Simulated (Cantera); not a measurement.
A closed system holds: 1 mol Fe, 10 mol CO2, 0.41 mol CO, 0.51 mol H2S, equilibrated at 1475 K and 6500 Pa.

These are equilibrium values from Cantera (NASA tables, ideal gas, pure condensed phases), not measurements of a reactor. Candidate condensed phases: C, C6H6, C7H8, C8H18, Fe, Fe(CO)5, FeO, Fe(OH)2, Fe(OH)3, FeS, FeSO4, FeS2, Fe2O3, Fe2(SO4)3, Fe3O4, H2O, H2SO4, S; 127 gas species. The tables' stoichiometric FeO is somewhat more stable than real wüstite, so its field is too wide. FeO: taken at fixed stoichiometry. Kinetics and transport are ignored.

Base state: CO2 0.691, CO 0.226, H2O 0.0393, SO2 0.0310, S2 0.00596, H2 0.00517, SO 0.000706, COS 0.000604 (mole fractions); condensed: FeO(s).

### Question
What changes in the equilibrium state with this change: pressure from 6500 Pa to 1330 Pa?

### Answer
```csv
species,before,after
CO2,0.691,0.674
CO,0.226,0.240
H2O,0.0393,0.0390
SO2,0.0310,0.0381
COS,0.000604,0.000192
H2S,0.000418,0.000135
"FeO(s), mol",1.000,1.000
```

### Question
What changes in the equilibrium state with this change: pressure from 6500 Pa to 100000 Pa?

### Answer
| species | before | after |
|---|---|---|
| CO2 | 0.691 | 0.745 |
| CO | 0.226 | 0.184 |
| H2O | 0.0393 | 0.0402 |
| SO2 | 0.0310 | 0.0154 |
| COS | 0.000604 | 0.00214 |
| H2S | 0.000418 | 0.00140 |
| SO | 0.000706 | 0.000264 |
| S2O | 9.58e-5 | 0.000155 |
| FeO(s), mol | 1.000 | 0.872 |
| FeS(l), mol | 0 | 0.128 |
Metal and sulfide melt together well below either melting point, which pure phases cannot show. Mutual solubility and eutectic melting of coexisting phases are not modelled. FeO, FeS: taken at fixed stoichiometry.
